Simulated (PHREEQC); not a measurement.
Buffer: speciation

Make-up at 25 °C: 0.002 mol/kgw NaHCO3, 0.23 mol/kgw NaF and 3.8e-05 mol/kgw NaCl. Closed to the air; pH follows from the charge balance.

Computed with PHREEQC (ion-association model, wateq4f.dat).

Each row changes one thing in this solution. This is a speciation only: nothing precipitates in the calculation.

| case | pH | ionic strength (mol/kgw) | Na+ (mol/kgw) | SI of Halite (NaCl) |
|---|---|---|---|---|
| as made | 7.92 | 0.218 | 0.218 | -6.95 |
| temperature from 25 to 10 °C | ? | 0.218 | 0.218 | ? |
| diluted 5-fold with water | 8.07 | 0.0456 | 0.0456 | -8.21 |
| temperature from 25 to 90 °C | 7.42 | 0.220 | 0.220 | -7.10 |
| NaHCO3 replaced by (NH4)2CO3 at the same molality | 9.14 | 0.219 | 0.216 | -6.95 |
| NaCl from 3.8e-05 to 0.00038 mol/kgw | 7.92 | 0.219 | 0.219 | -5.95 |
| temperature from 25 to 70 °C | 7.51 | 0.219 | 0.219 | ? |
| NaF left out | 8.27 | 0.00205 | 0.00203 | -8.74 |
| NaHCO3 left out | ? | 0.217 | 0.217 | -6.95 |

Problem. Fill in the missing entries.

Solution. 
- temperature from 25 to 10 °C, pH: 8.13
- temperature from 25 to 10 °C, SI of Halite (NaCl): -6.90
- temperature from 25 to 70 °C, SI of Halite (NaCl): -7.06
- NaHCO3 left out, pH: 8.23

Constants without temperature data keep their 25 °C values here.
